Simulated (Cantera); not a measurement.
A closed system holds: 1 mol CH3SiCl3, 2.9 mol CH4, 49 mol H2, held at 0.600 bar.

Equilibrium computed with Cantera from the NASA thermochemical tables; the gas is ideal and each condensed phase is pure. Candidate condensed phases: C, C6H6, C7H8, C8H18, Si, SiC; 109 gas species. The feed counts by its element totals alone. The tables' values for SiCl, SiCl3 are old estimates; treat these amounts as uncertain. Gases not in the tables: Si2H6 and higher silanes. The numbers say what is thermodynamically allowed, not how fast it happens.

x: gas mole fraction; n: condensed amount in mol.

```
T (°C)   x H2   x HCl       x H     x CH4  x C2H2 (acetylene)   x SiCl2  n C(graphite)  n SiC(s)
------  -----  ------  --------  --------  ------------------  --------  -------------  --------
902     0.938  0.0513   1.53e-7    0.0101             5.98e-8   9.22e-6           2.34     0.981
1052    0.944  0.0519   2.05e-6   0.00359             8.04e-7   2.62e-5           2.70     0.996
1202    0.947  0.0518   1.63e-5   0.00156             6.31e-6   5.89e-5           2.81     0.996
1352    0.947  0.0517       [?]       [?]                 [?]       [?]           2.86     0.993
1502    0.947  0.0515  0.000364  0.000451            0.000135  0.000192           2.87     0.988
1652    0.946  0.0512   0.00120  0.000281            0.000433  0.000299           2.85     0.982
1802    0.944  0.0508       [?]       [?]                 [?]       [?]           2.78     0.973
1952    0.938  0.0502   0.00810  0.000132             0.00275  0.000584           2.62     0.953
2102    0.925  0.0491    0.0175   9.54e-5             0.00574  0.000750           2.31     0.893
```

**Question.** What belongs in the gaps?

**Answer.** 
- 1352, x H: 8.86e-5
- 1352, x CH4: 0.000792
- 1352, x C2H2 (acetylene): 3.37e-5
- 1352, x SiCl2: 0.000113
- 1802, x H: 0.00334
- 1802, x CH4: 0.000187
- 1802, x C2H2 (acetylene): 0.00117
- 1802, x SiCl2: 0.000431
